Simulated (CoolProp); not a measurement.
Aqueous magnesium chloride as a coolant, at 1 °C, 1 atm.

Values from CoolProp's Melinder's fits for secondary coolants.

```json
[
 {"mass %": "5.2", "freezing point (°C)": "-3.1", "cp (kJ/(kg K))": "3.863", "Prandtl number": "14.9", "viscosity (mPa s)": "2.14", "conductivity (W/(m K))": "0.554"},
 {"mass %": "7.3", "freezing point (°C)": "-5.0", "cp (kJ/(kg K))": "3.734", "Prandtl number": "15.8", "viscosity (mPa s)": "2.32", "conductivity (W/(m K))": "0.549"},
 {"mass %": "9.5", "freezing point (°C)": "-7.6", "cp (kJ/(kg K))": "3.604", "Prandtl number": "17.3", "viscosity (mPa s)": "2.62", "conductivity (W/(m K))": "0.543"},
 {"mass %": "11.7", "freezing point (°C)": "-10.9", "cp (kJ/(kg K))": "3.479", "Prandtl number": "19.3", "viscosity (mPa s)": "2.98", "conductivity (W/(m K))": "0.538"},
 {"mass %": "13.9", "freezing point (°C)": "-14.7", "cp (kJ/(kg K))": "3.358", "Prandtl number": "21.2", "viscosity (mPa s)": "3.36", "conductivity (W/(m K))": "0.532"},
 {"mass %": "16.1", "freezing point (°C)": "-19.1", "cp (kJ/(kg K))": "3.244", "Prandtl number": "22.8", "viscosity (mPa s)": "3.70", "conductivity (W/(m K))": "0.526"},
 {"mass %": "18.3", "freezing point (°C)": "-24.1", "cp (kJ/(kg K))": "3.136", "Prandtl number": "24.8", "viscosity (mPa s)": "4.12", "conductivity (W/(m K))": "0.521"},
 {"mass %": "20.5", "freezing point (°C)": "-30.2", "cp (kJ/(kg K))": "3.035", "Prandtl number": "30.2", "viscosity (mPa s)": "5.11", "conductivity (W/(m K))": "0.514"},
 {"mass %": "22.7", "freezing point (°C)": "-38.3", "cp (kJ/(kg K))": "2.939", "Prandtl number": "49.5", "viscosity (mPa s)": "8.51", "conductivity (W/(m K))": "0.505"},
 {"mass %": "24.9", "freezing point (°C)": "-49.6", "cp (kJ/(kg K))": "2.848", "Prandtl number": "147", "viscosity (mPa s)": "25.4", "conductivity (W/(m K))": "0.492"},
 {"mass %": "27.1", "freezing point (°C)": "-66.0", "cp (kJ/(kg K))": "2.756", "Prandtl number": "1220", "viscosity (mPa s)": "209", "conductivity (W/(m K))": "0.472"},
 {"mass %": "29.3", "freezing point (°C)": "-90.2", "cp (kJ/(kg K))": "2.658", "Prandtl number": "51100", "viscosity (mPa s)": "8450", "conductivity (W/(m K))": "0.440"}
]
```
